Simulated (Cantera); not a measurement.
Input: 1 mol Pb, a varied amount of CO, 3.2 mol N2, held at 1600 K and 0.330 bar.

Equilibrium computed with Cantera from the NASA thermochemical tables; the gas is ideal and each condensed phase is pure. Candidate condensed phases: C, Pb, PbO, PbO2, Pb3O4; 27 gas species. Rates play no part.

x: gas mole fraction; n: condensed amount in mol.

| n(CO) (mol) | x N2 | x CO | x Pb | x Pb2 | x CO2 | x PbO | n Pb(l) |
|---|---|---|---|---|---|---|---|
| 0.72 | 0.666 | 0.150 | 0.184 | 0.000139 | 2.16e-6 | 5.64e-9 | 0.117 |
| 0.88 | 0.640 | 0.176 | 0.184 | 0.000139 | 2.97e-6 | 6.62e-9 | 0.0811 |
| 1.1 | 0.607 | 0.209 | 0.184 | 0.000139 | 4.18e-6 | 7.86e-9 | 0.0315 |
| 1.3 | 0.582 | 0.236 | 0.182 | 0.000136 | 5.36e-6 | 8.80e-9 | 0 |
| 1.6 | 0.552 | 0.276 | 0.172 | 0.000123 | 7.30e-6 | 9.74e-9 | 0 |
| 2 | 0.516 | 0.323 | 0.161 | 0.000107 | 9.99e-6 | 1.07e-8 | 0 |
| 2.5 | 0.478 | 0.373 | 0.149 | 9.19e-5 | 1.34e-5 | 1.14e-8 | 0 |
| 3 | 0.444 | 0.417 | 0.139 | 7.96e-5 | 1.67e-5 | 1.18e-8 | 0 |
| 3.7 | ? | ? | ? | ? | ? | 1.21e-8 | 0 |
| 4.6 | ? | ? | ? | ? | ? | 1.22e-8 | 0 |
| 5.7 | 0.323 | 0.576 | 0.101 | 4.21e-5 | 3.18e-5 | 1.19e-8 | 0 |

Question: What belongs in the gaps?

Answer: 
- 3.7, x N2: 0.405
- 3.7, x CO: 0.468
- 3.7, x Pb: 0.126
- 3.7, x Pb2: 6.61e-5
- 3.7, x CO2: 2.11e-5
- 4.6, x N2: 0.364
- 4.6, x CO: 0.523
- 4.6, x Pb: 0.114
- 4.6, x Pb2: 5.33e-5
- 4.6, x CO2: 2.62e-5
